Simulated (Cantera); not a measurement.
What does this Cantera script print?

```python
import numpy as np
import cantera as ct

gas = ct.Solution("gri30.yaml")
gas.TPX = 1475, 880000, {'CO': 0.018, 'O2': 0.033, 'H2O': 0.00023, 'N2': 1}
reactor = ct.IdealGasConstPressureReactor(gas, energy="off", clone=False)
net = ct.ReactorNet([reactor])
net.rtol, net.atol = 1e-08, 1e-18
show = ['CO', 'O2', 'H2O', 'H', 'NO', 'N2O']
times = np.geomspace(1e-06, 30, 9)

steps = ct.SolutionArray(gas, extra=["t"])
rows = []
print(f"{'t/s':>10s}{'T/K':>9s}{'P/Pa':>11s}" + "".join(f"{s:>11s}" for s in show))
for t in times:
    while net.time < t:
        t_next = net.step()
        steps.append(gas.state, t=t_next)
    rows.append([np.interp(t, steps.t, y) for y in (steps.T, steps.P, *steps(*show).X.T)])
    print(f"{t:10.3e}{rows[-1][0]:9.1f}{rows[-1][1]:11.4g}" + "".join(f"{x:11.3e}" for x in rows[-1][2:]))
rate = np.gradient(steps.T, steps.t)
print("integrator steps:", len(steps.t))
if steps.T.max() > steps.T[0] + 200:
    print(f"time of steepest temperature rise: {steps.t[rate.argmax()]:.4e} s")
gas.TPX = 1475, 880000, {'CO': 0.018, 'O2': 0.033, 'H2O': 0.00023, 'N2': 1}
gas.equilibrate("TP")
print(f"equilibrium (TP): T = {gas.T:.1f} K  " + "  ".join(f"{s} {gas[s].X[0]:.3e}" for s in show))
```

Result:

```
       t/s      T/K       P/Pa         CO         O2        H2O          H         NO        N2O
 1.000e-06   1475.0    8.8e+05  1.712e-02  3.139e-02  2.188e-04  1.913e-12  3.019e-16  3.127e-13
 8.603e-06   1475.0    8.8e+05  1.712e-02  3.139e-02  2.188e-04  1.293e-10  2.708e-14  2.016e-11
 7.401e-05   1475.0    8.8e+05  1.712e-02  3.139e-02  2.188e-04  6.304e-09  2.125e-12  1.484e-09
 6.367e-04   1475.0    8.8e+05  1.551e-02  3.048e-02  2.028e-04  5.382e-06  1.084e-07  2.565e-06
 5.477e-03   1475.0    8.8e+05  1.875e-03  2.390e-02  2.132e-04  6.983e-07  1.056e-05  1.224e-05
 4.712e-02   1475.0    8.8e+05  1.253e-05  2.302e-02  2.194e-04  2.653e-09  1.541e-05  9.702e-07
 4.054e-01   1475.0    8.8e+05  1.299e-07  2.302e-02  2.202e-04  1.134e-10  1.579e-05  8.023e-08
 3.487e+00   1475.0    8.8e+05  1.290e-07  2.302e-02  2.202e-04  1.133e-10  1.589e-05  8.016e-08
 3.000e+01   1475.0    8.8e+05  1.291e-07  2.302e-02  2.202e-04  1.133e-10  1.674e-05  8.016e-08
integrator steps: 1371
equilibrium (TP): T = 1475.0 K  CO 1.296e-07  O2 2.283e-02  H2O 2.202e-04  H 1.136e-10  NO 3.950e-04  N2O 7.992e-08
```

Computed with Cantera and GRI-Mech 3.0 (53 species, 325 reactions).
